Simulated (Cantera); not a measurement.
A closed system holds: 1 mol toluene, 0.55 mol H₂, equilibrated at 1.00 bar.

These are equilibrium values from Cantera (NASA tables, ideal gas, pure condensed phases), not measurements of a reactor. Candidate condensed phases: C, C₆H₆, C₇H₈, C₈H₁₈; 76 gas species. Kinetics and transport are ignored.

x: gas mole fraction; n: condensed amount in mol.

```csv
T (K),x H₂,x H,x CH₄,x C₂H₂ (acetylene),x CH₃,n C(graphite)
1473,0.997,1.26e-5,0.00292,6.49e-6,7.47e-7,6.99
1523,0.998,2.31e-5,0.00229,1.18e-5,1.08e-6,6.99
1573,0.998,4.06e-5,0.00183,2.06e-5,1.51e-6,6.99
1623,0.998,6.91e-5,0.00148,3.48e-5,2.08e-6,6.99
1673,0.999,0.000114,0.00121,5.69e-5,2.81e-6,6.99
1723,0.999,0.000182,0.00100,9.04e-5,3.72e-6,6.99
1773,0.999,0.000284,0.000841,0.000140,4.85e-6,6.99
1823,0.999,0.000433,0.000712,0.000211,6.23e-6,6.99
1873,0.998,0.000645,0.000608,0.000312,7.89e-6,6.99
1923,0.998,0.000941,0.000523,0.000451,9.87e-6,6.99
1973,0.998,(withheld),(withheld),(withheld),(withheld),6.99
2023,0.997,(withheld),(withheld),(withheld),(withheld),6.99
2073,0.996,0.00262,0.000349,0.00122,1.80e-5,6.99
2123,0.994,0.00358,0.000309,0.00165,2.16e-5,6.98
```

Task: Complete the blanks.

Result: 
- 1973, x H: 0.00135
- 1973, x CH₄: 0.000454
- 1973, x C₂H₂ (acetylene): 0.000639
- 1973, x CH₃: 1.22e-5
- 2023, x H: 0.00190
- 2023, x CH₄: 0.000397
- 2023, x C₂H₂ (acetylene): 0.000890
- 2023, x CH₃: 1.49e-5
